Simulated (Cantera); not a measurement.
A closed system holds: 1 mol Si₂Cl₆, 0.038 mol HCl, 19 mol H₂, at 2600 Pa.

Method: chemical equilibrium by Gibbs-energy minimisation in Cantera with the NASA 1993 tables (ideal gas, pure condensed phases). Candidate condensed phases: Si; 19 gas species. The feed counts by its element totals alone. Kinetics and transport are ignored.

Over these rows the condensed part is Si(s). Partial pressures as log10 of bar:

```csv
T (K),1000/T (1/K),log p SiCl₄,log p H₂,log p HCl,log p SiCl₂
1298,0.7704,-3.50,-1.67,-2.54,-2.98
1348,0.7418,?,-1.68,-2.50,-2.89
1398,0.7153,-4.09,-1.68,-2.49,-2.83
1448,0.6906,-4.41,-1.68,-2.48,-2.79
1498,0.6676,-4.73,-1.68,-2.48,-2.77
1548,0.6460,-5.05,-1.68,-2.48,-2.75
```

Question: Fit log p(SiCl₄) = a + b·(1000/T) to the five rows, give the apparent enthalpy, and predict the row at 1348 K.

Answer: Means: 1000/T = 0.6980, log p = -4.356. Sxy = 0.114433, Sxx = 0.0092240, so b = 12.41 and a = -4.356 − (12.41)×0.6980 = -13.02.
Apparent enthalpy: −19.145 × (12.41) = -238 kJ/mol. With the condensed phases at unit activity, 2 SiCl₂(g) = SiCl₄(g) + Si(s) links this pressure to the main gases: over the six rows their terms move log p by +0.46 in all, so the slope isn't that reaction's ΔH° alone. The five rows lie within 0.05 of the line.
Prediction at 1348 K: -13.02 + (12.41)×0.7418 = -3.81. The computed value is -3.78, 0.03 from the line.
